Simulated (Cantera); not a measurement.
Feed: 1 mol C₂H₄, 0.087 mol CO₂, 7 mol H₂, held at 133 Pa.

Method: chemical equilibrium by Gibbs-energy minimisation in Cantera with the NASA 1993 tables (ideal gas, pure condensed phases). Candidate condensed phases: C, C₆H₆, C₇H₈, C₈H₁₈, H₂O; 110 gas species. Equilibrium is a limit: real reactors are often held back by kinetics, nucleation or transport.

Question: At 2173 K, list the 4 most abundant gas species with their mole fractions, and the condensed phases.

Answer: H₂ 0.858, H 0.122, CO 0.0178, C₂H₂ (acetylene) 0.00189. Condensed: C(graphite).
